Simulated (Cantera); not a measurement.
**TiO2 + HCl (oxide etching and cleaning by halides)**

A closed system holds: 1 mol TiO2, 20 mol HCl, held at 1302 °C.

These are equilibrium values from Cantera (NASA tables, ideal gas, pure condensed phases), not measurements of a reactor. Candidate condensed phases: H2O, Ti, TiCl2, TiCl3, TiCl4, TiO, TiO2, Ti2O3, Ti3O5, Ti4O7; 23 gas species. Mutual solubility and eutectic melting of coexisting phases are not modelled. The tables' values for TiCl2 are old estimates; treat these amounts as uncertain. Condensed phases not in the tables: Magnéli phases beyond Ti4O7. Gases not in the tables: TiO(OH)2. Kinetics and transport are ignored.

At 1.00 Pa the condensed part is TiO2(rutile) + Ti4O7(s). From 4.20 Pa to 1.00 bar the condensed part is TiO2(rutile). The share of Ti in condensed phases is highest at 1.00 Pa (99.3 %) and lowest at 1.00 bar (88.9 %).

```tsv
P (Pa)	x HCl	x Cl	x H2	x H2O	x TiCl4	x H	x TiCl3	n TiO2(rutile)	n Ti4O7(s)
1	0.912	0.0575	0.0274	0.000744	9.31e-6	0.00218	0.000276	0.985	0.00185
4.20	0.944	0.0363	0.0175	0.000866	3.31e-5	0.000849	0.000371	0.991	0
18	0.964	0.0227	0.0110	0.00108	0.000100	0.000324	0.000418	0.989	0
75	0.977	0.0142	0.00685	0.00139	0.000262	0.000126	0.000420	0.986	0
320	0.984	0.00882	0.00424	0.00194	0.000597	4.78e-5	0.000361	0.980	0
1300	0.987	0.00554	0.00267	0.00284	0.00114	1.88e-5	0.000271	0.971	0
5600	0.988	0.00338	0.00167	0.00443	0.00203	7.17e-6	0.000183	0.956	0
24000	0.986	0.00203	0.00107	0.00705	0.00340	2.77e-6	0.000119	0.930	0
100000	0.981	0.00120	0.000725	0.0112	0.00552	1.12e-6	7.82e-5	0.889	0
```
x: gas mole fraction; n: condensed amount in mol.
